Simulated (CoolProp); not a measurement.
Vapour-liquid equilibrium of CH3F (R41) (1) + chloromethane (R40) (2) at 0.785 MPa; x and y are mole fractions of (1).

The numbers come from the multi-fluid Helmholtz-energy mixture model, Lemmon 2006 and Thol 2014; pair parameters Bell 2016 in CoolProp.

Give the bubble temperature and the first vapour's composition at x = 0.05, 0.25, 0.95. Is there an azeotrope?

x = 0.05: 28.0 °C, y = 0.214; x = 0.25: 3.9 °C, y = 0.679; x = 0.95: -29.8 °C, y = 0.991. No azeotrope shows between x = 0.05 and 0.95.

Pair parameters are fitted to limited data, so mixtures are less certain than the pure fluids. The gap from Raoult's law changes sign with composition, which may be real or a fault of the pair parameters; it wasn't checked against measurements.
